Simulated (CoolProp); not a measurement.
Vapour pressure (kPa) of R1234ze(Z): the reference equation beside estimates from Tc = 150.1 °C, pc = 3531 kPa, ω = 0.327. Clausius-Clapeyron is anchored at 77.95 °C with a constant enthalpy of vaporisation of 19.04 kJ/mol.

Values from CoolProp's reference Helmholtz-energy equation of state, Akasaka 2019.

| T (°C) | reference | Clausius-Clapeyron | van der Waals |
|---|---|---|---|
| 56.85 | 474.3 | 538.9 | (withheld) |
| 60.45 | 523.2 | 580.9 | 1263 |
| 63.95 | 574.4 | 623.8 | 1326 |
| 67.45 | 629.3 | 668.9 | 1390 |
| 70.95 | 688.0 | 716.2 | (withheld) |
| 74.45 | 750.8 | 765.8 | 1526 |
| 77.95 | 817.8 | 817.8 | 1597 |
| 81.45 | 889.3 | 872.2 | (withheld) |
| 84.95 | 965.4 | 929.0 | 1745 |
| 88.45 | 1046 | 988.4 | 1821 |
| 91.95 | (withheld) | 1050 | (withheld) |
| 95.55 | (withheld) | 1117 | 1984 |
| 99.05 | 1323 | 1184 | 2067 |
| 102.55 | 1425 | 1254 | 2152 |
| 106.05 | 1533 | 1326 | 2240 |

**Question.** Some entries are withheld; supply them.

**Answer.** 
- 56.85, van der Waals: 1200
- 70.95, van der Waals: 1457
- 81.45, van der Waals: 1670
- 91.95, reference: 1132
- 91.95, van der Waals: 1900
- 95.55, reference: 1226

Absolute difference from the reference over all 15 rows, mean and median: Clausius-Clapeyron 7.3 and 7.2 %, van der Waals 92.1 and 87.8 %.
